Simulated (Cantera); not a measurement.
## Hydrogen reduction and annealing atmospheres: Cu2O + H2 + N2

Charge: 1 mol Cu2O, 1300 mol H2, 95 mol N2, held at 4.20 Torr.

Cantera equilibrium calculation (NASA polynomials, part measured and part estimated; ideal gas, pure solids and liquids). Candidate condensed phases: Cu, CuO, Cu(OH)2, Cu2O, H2O; 27 gas species. The numbers say what is thermodynamically allowed, not how fast it happens.

```
T (K)   x H2    x N2      x Cu     x H2O       x H    x NH3     x Cu2  n Cu(s)  n Cu(l)
-----  -----  ------  --------  --------  --------  -------  --------  -------  -------
923    0.931  0.0681  9.79e-11  0.000717   3.15e-9  1.33e-6    <1e-12     2.00        0
998    0.931  0.0681   2.57e-9  0.000717   2.77e-8  7.75e-7    <1e-12     2.00        0
1073   0.931  0.0681   4.26e-8  0.000717   1.81e-7  4.86e-7    <1e-12     2.00        0
1148   0.931  0.0681   4.86e-7  0.000717   9.24e-7  3.23e-7  7.35e-12     2.00        0
1223   0.931  0.0681   4.10e-6  0.000717   3.88e-6  2.26e-7  1.51e-10     1.99        0
1298   0.931  0.0681   2.69e-5  0.000717   1.38e-5  1.64e-7   2.16e-9     1.96        0
1373   0.931  0.0681  0.000141  0.000717   4.29e-5  1.23e-7   2.24e-8        0     1.80
1448   0.931  0.0681  0.000592  0.000716  0.000119  9.55e-8   1.64e-7        0     1.17
1523   0.930  0.0680   0.00143  0.000716  0.000298  7.57e-8   4.32e-7        0        0
1598   0.929  0.0680   0.00143  0.000716  0.000686  6.14e-8   2.10e-7        0        0
```
x: gas mole fraction; n: condensed amount in mol.

From 923 K to 1298 K the condensed part is Cu(s). From 1373 K to 1448 K the condensed part is Cu(l). From 1523 K to 1598 K nothing is condensed.
